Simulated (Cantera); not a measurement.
Input: 1 mol B2O3, 2.8 mol BCl3, 3.9 mol O2, 3 mol NF3, 0.093 mol NH3, equilibrated at 1800 Pa.

These are equilibrium values from Cantera (NASA tables, ideal gas, pure condensed phases), not measurements of a reactor. Candidate condensed phases: B, BN, B2O3, B3O3H3, H2O, NH4Cl; 75 gas species. The tables' values for BOCl are old estimates; treat these amounts as uncertain. Kinetics and transport are ignored.

x: gas mole fraction; n: condensed amount in mol.

```json
[
 {"T (°C)": "575", "x Cl2": "0.316", "x O2": "0.312", "x Cl": "0.000112", "x BF3": "0.214", "x BOF": "7.16e-6", "x N2": "0.120", "x B3O3F3": "0.0169", "x HCl": "0.0183", "n B2O3(l)": "0.688"},
 {"T (°C)": "675", "x Cl2": "0.315", "x O2": "0.312", "x Cl": "0.000716", "x BF3": "0.210", "x BOF": "0.000121", "x N2": "0.120", "x B3O3F3": "0.0205", "x HCl": "0.0187", "n B2O3(l)": "0.641"},
 {"T (°C)": "775", "x Cl2": "0.313", "x O2": "0.312", "x Cl": "0.00321", "x BF3": "0.207", "x BOF": "0.00117", "x N2": "0.119", "x B3O3F3": "0.0233", "x HCl": "0.0189", "n B2O3(l)": "0.598"},
 {"T (°C)": "875", "x Cl2": "0.306", "x O2": "0.309", "x Cl": "0.0111", "x BF3": "0.201", "x BOF": "0.00752", "x N2": "0.118", "x B3O3F3": "0.0252", "x HCl": "0.0188", "n B2O3(l)": "[?]"},
 {"T (°C)": "975", "x Cl2": "0.288", "x O2": "0.300", "x Cl": "0.0306", "x BF3": "0.186", "x BOF": "0.0348", "x N2": "0.115", "x B3O3F3": "0.0250", "x HCl": "0.0184", "n B2O3(l)": "[?]"},
 {"T (°C)": "1075", "x Cl2": "0.244", "x O2": "0.277", "x Cl": "0.0691", "x BF3": "0.144", "x BOF": "0.120", "x N2": "0.106", "x B3O3F3": "0.0205", "x HCl": "0.0170", "n B2O3(l)": "[?]"},
 {"T (°C)": "1175", "x Cl2": "0.193", "x O2": "0.256", "x Cl": "0.133", "x BF3": "0.132", "x BOF": "0.167", "x N2": "0.0981", "x B3O3F3": "0.00193", "x HCl": "0.0150", "n B2O3(l)": "0"},
 {"T (°C)": "1275", "x Cl2": "0.137", "x O2": "0.243", "x Cl": "0.220", "x BF3": "0.125", "x BOF": "0.164", "x N2": "0.0930", "x B3O3F3": "0.000101", "x HCl": "0.0126", "n B2O3(l)": "0"}
]
```

Task: Some entries are withheld; supply them.

Result: 
- 875, n B2O3(l): 0.544
- 975, n B2O3(l): 0.412
- 1075, n B2O3(l): 0.0195
